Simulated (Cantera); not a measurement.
A perfectly stirred reactor is fed with 3.43 % C2H6, 10.9 % O2, 76.4 % N2, 9.25 % H2O, equivalence ratio 1.1, at 0.860 bar; it is adiabatic with a 450 K inlet, and is followed from long to short residence time, starting on the burning branch (τ in s: 0.062, 0.026, 0.011, 0.0043, 0.0018, 0.00073, 0.0003, 0.00012, 5.1e-05).

Detailed kinetics in Cantera: GRI-Mech 3.0 (53 species, 325 reactions).

Predict: blow-out, bracketed by the residence times tried; x(C2H6) at τ = 62.0 ms; x(O2) at τ = 62.0 ms; x(H2O) at τ = 62.0 ms; x(H2) at τ = 62.0 ms; x(NO2) at τ = 62.0 ms; x(C2H6) at τ = 1.80 ms; x(O2) at τ = 1.80 ms; x(H2O) at τ = 1.80 ms.


```json
{
 "blow_out_bracketed_by_the_residence_times_tried": "burning at 4.30 ms, out at 1.80 ms",
 "x(C2H6) at τ = 62.0 ms": "3.79e-6",
 "x(O2) at τ = 62.0 ms": "0.000596",
 "x(H2O) at τ = 62.0 ms": "0.178",
 "x(H2) at τ = 62.0 ms": "0.0110",
 "x(NO2) at τ = 62.0 ms": "1.22e-9",
 "x(C2H6) at τ = 1.80 ms": "0.0343",
 "x(O2) at τ = 1.80 ms": "0.109",
 "x(H2O) at τ = 1.80 ms": "0.0925"
}
```
